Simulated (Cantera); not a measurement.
Source: NASA polynomial tables (part measured, part estimated), evaluated in Cantera. Values are per mole of reaction as written; species without (g) are pure solids or liquids, kept so even where they would boil at 1 bar.

4 Cl(g) + 2 Li2O → 4 LiCl(g) + O2(g)

```
T (K)  ΔH° (kJ)  ΔS° (J/K)  ΔG° (kJ)  log10 K  condensed phases
-----  --------  ---------  --------  -------  ----------------
1275        ___        ___       ___      ___           Li2O(s)
1375     -145.7      224.3    -454.2    17.25           Li2O(s)
1475     -154.7      218.0    -476.3    16.87           Li2O(s)
1575     -163.8      212.0    -497.8    16.51           Li2O(s)
1675     -173.1      206.3    -518.7    16.17           Li2O(s)
1775        ___        ___       ___      ___           Li2O(s)
1875     -309.0      132.2    -556.8    15.51           Li2O(l)
```

Q: What belongs in the gaps?

A: 
- 1275, ΔH° (kJ): -137.0
- 1275, ΔS° (J/K): 230.9
- 1275, ΔG° (kJ): -431.4
- 1275, log10 K: 17.67
- 1775, ΔH° (kJ): -182.4
- 1775, ΔS° (J/K): 200.9
- 1775, ΔG° (kJ): -539.0
- 1775, log10 K: 15.86
